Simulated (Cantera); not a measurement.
A Cantera script and what it prints.

```python
import numpy as np
import cantera as ct

gas_names = """
    B BH BH2 BH3 BN BO BO2 B2 B2O B2O2 B2O3 B3O3H3 H HBO HBO2 HNO HNO2 HNO3 HO2 H2 H2O H2O2 H3B3O6 N NH
    NH2 NH3 NH2OH NO NO2 NO3 N2 N2H2 N2H4 N2O O OH O2 O3
""".split()
cond_names = """
    B(b) B(L) BN(s) B2O3(L) B3O3H3(cr) H2O(s) H2O(L)
""".split()


# ... load() reads the species with a 1 bar reference pressure and builds the phases ...
atoms = {
    'B': {'B': 1},
    'NH3': {'N': 1, 'H': 3},
    'H2': {'H': 2},
    'O2': {'O': 2},
}
top_T = {'BN(s)': 3200}  # K; cautious upper limits of use, not melting points


# ... equilibrate(T, P, feed) seeds the gas with the atoms and calls Mixture.equilibrate('TP', solver="vcs", rtol=1e-11, max_steps=5000) ...
results = []
T = 1098  # K
P = 1500  # Pa
for m in [0.12, 0.23, 0.45, 0.88, 1.7, 3.4, 6.6, 13, 25]:
    feed = {'B': 1, 'NH3': 2.8, 'H2': m, 'O2': 1.8}  # mol
    mix = equilibrate(T, P, feed)
    results.append((T, P, feed, dict(zip(mix.species_names, mix.species_moles))))

top = {s: max(r[3][s] / sum(r[3][g] for g in gas_names) for r in results) for s in gas_names}
cols = sorted((s for s in top if top[s] > 1e-05), key=lambda s: -top[s])[:9]
seen = [c for c in cond_names if any(r[3].get(c, 0) > 1e-12 for r in results)]
print("log10 of partial pressures in bar; condensed amounts in mol")
print(f"{'n(H2)':>10s}" + "".join(f"{s[:9]:>10s}" for s in cols + seen))
for T, P, feed, n in results:
    ng = sum(n[g] for g in gas_names)
    print(f"{feed['H2']:10.4g}" + "".join(f"{np.log10(max(n[s] / ng * P / 1e5, 1e-99)):10.3f}" for s in cols)
          + "".join(f"{n.get(c, 0):10.4g}" for c in seen))
```

Result:

```
log10 of partial pressures in bar; condensed amounts in mol
     n(H2)        H2       H2O        N2      HBO2    H3B3O6   B2O3(L)
      0.12    -2.235    -2.261    -2.435    -4.904    -5.145    0.4935
      0.23    -2.222    -2.269    -2.444    -4.908    -5.157    0.4935
      0.45    -2.199    -2.285    -2.460    -4.916    -5.181    0.4936
      0.88    -2.161    -2.315    -2.489    -4.931    -5.226    0.4936
       1.7    -2.108    -2.366    -2.541    -4.957    -5.304    0.4937
       3.4    -2.038    -2.457    -2.632    -5.002    -5.440    0.4937
       6.6    -1.971    -2.589    -2.764    -5.068    -5.638    0.4937
        13    -1.915    -2.773    -2.947    -5.160    -5.913    0.4934
        25    -1.877    -2.989    -3.164    -5.268    -6.238    0.4927
```

Equilibrium computed with Cantera from the NASA thermochemical tables; the gas is ideal and each condensed phase is pure. Gases not in the tables: H3BO3.
